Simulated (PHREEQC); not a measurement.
**Copper plating or etch bath: an equilibrium model**

Solution (20 °C): 0.019 mol/kgw CuCl2, 0.00015 mol/kgw HNO3 and 0.0036 mol/kgw FeCl3. Closed to the air; pH follows from the charge balance.

The numbers come from PHREEQC with the ion-association model, phreeqc.dat.

Each row changes one thing in this solution. Precipitation was switched off in this run.

```csv
case,pH,ionic strength (mol/kgw),Cu+2 (mol/kgw),CuCl+ (mol/kgw),CuCl2 (mol/kgw),CuOH+ (mol/kgw)
as made,2.71,0.0728,0.0182,0.000794,1.18e-5,5.12e-8
0.0018 mol/kgw HCl added,2.52,0.0744,0.0182,0.000814,1.24e-5,3.33e-8
HNO3 from 0.00015 to 0.0003 mol/kgw,2.69,0.0729,0.0182,0.000793,1.18e-5,4.92e-8
0.0025 mol/kgw NaOH added,3.09,0.0731,0.0182,[?],1.19e-5,1.25e-7
0.00075 mol/kgw Na2SO4 added,2.73,0.0730,[?],0.000787,1.17e-5,5.39e-8
FeCl3 left out,3.89,0.0558,0.0183,0.000675,8.28e-6,8.27e-7
diluted 5-fold with water,3.16,0.0144,0.00375,4.85e-5,1.87e-7,3.92e-8
temperature from 20 to 45 °C,2.60,0.0683,0.0167,0.00223,4.13e-5,3.61e-8
```

Problem. Complete the blanks.

Solution. 
- 0.0025 mol/kgw NaOH added, CuCl+ (mol/kgw): 0.000798
- 0.00075 mol/kgw Na2SO4 added, Cu+2 (mol/kgw): 0.0180

Some of these states are supersaturated (in Hematite (slow to form), Goethite (slow to form), Fe(OH)3(a), for instance). Constants without temperature data keep their 25 °C values here.
